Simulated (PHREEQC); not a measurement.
1 kg of water holding 0.0036 mol/kgw NaCl, 0.058 mol/kgw KCl, 0.29 mol/kgw MgCl2, 0.059 mol/kgw SrCl2 and 0.043 mol/kgw CaCl2 is evaporated at 25 °C; the solids stay in contact with the brine. No CO2 enters from the air. Solids allowed: Bischofite, Brucite, Carnallite, Halite, Portlandite, Sylvite, MgCl2_4H2O. Others were left out.

Computed with PHREEQC (Pitzer model, pitzer.dat).

```tsv
water left (kg)	ionic strength	water activity	Carnallite (mol)	Sylvite (mol)	Sr in solution (mol/kgw)	Na in solution (mol/kgw)	Ca in solution (mol/kgw)
1	1.24	0.979	0	0	0.0590	0.00360	0.0430
0.8219	1.51	0.974	0	0	0.0718	0.00438	0.0523
0.6755	1.83	0.967	0	0	0.0873	0.00533	0.0637
0.5552	2.23	0.959	0	0	0.106	0.00648	0.0774
0.4563	2.71	0.948	0	0	0.129	0.00789	0.0942
0.375	3.30	0.933	0	0	0.157	0.00960	0.115
0.3082	4.02	0.914	0	0	0.191	0.0117	0.140
0.2533	4.89	0.888	0	0	0.233	0.0142	0.170
0.2082	5.94	0.852	0	0	0.283	0.0173	0.207
0.1711	7.23	0.804	0	0	0.345	0.0210	0.251
0.1407	8.80	0.740	0	0	0.419	0.0256	0.306
0.1156	10.7	0.657	0	0	0.510	0.0311	0.372
0.09502	13.0	0.552	0	1.88e-5	0.621	0.0379	0.453
0.07429	14.8	0.472	0.0351	0	0.794	0.0485	0.579
0.05819	17.5	0.355	0.0554	0	1.01	0.0619	0.739
```

Sylvite from water left = 0.09502 kg, last present at water left = 0.09502 kg; Carnallite from water left = 0.07429 kg.
